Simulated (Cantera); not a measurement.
A perfectly stirred reactor is fed with 3.26 % H2, 90.5 % O2, 6.24 % H2O, at 0.00859 atm; it is held at 1273 K, and followed from long to short residence time.

Cantera simulation using the H2/O2 subset of GRI-Mech 3.0, which has no nitrogen chemistry; the numbers are that mechanism's predictions, not measurements. Radical loss at walls, strong at low pressure, is not modelled.

Q: Predict: x(H2) at τ = 0.620 s; x(O2) at τ = 0.620 s; x(H2O2) at τ = 0.620 s; x(O) at τ = 0.620 s; x(HO2) at τ = 0.620 s; x(H2) at τ = 62.0 ms; x(O2) at τ = 62.0 ms; x(H2O2) at τ = 62.0 ms; x(O) at τ = 62.0 ms; x(HO2) at τ = 62.0 ms.

A: x(H2) at τ = 0.620 s: 0.000300
x(O2) at τ = 0.620 s: 0.898
x(H2O2) at τ = 0.620 s: 6.47e-8
x(O) at τ = 0.620 s: 0.00440
x(HO2) at τ = 0.620 s: 1.39e-6
x(H2) at τ = 62.0 ms: 0.000994
x(O2) at τ = 62.0 ms: 0.888
x(H2O2) at τ = 62.0 ms: 8.91e-8
x(O) at τ = 62.0 ms: 0.0129
x(HO2) at τ = 62.0 ms: 2.21e-6
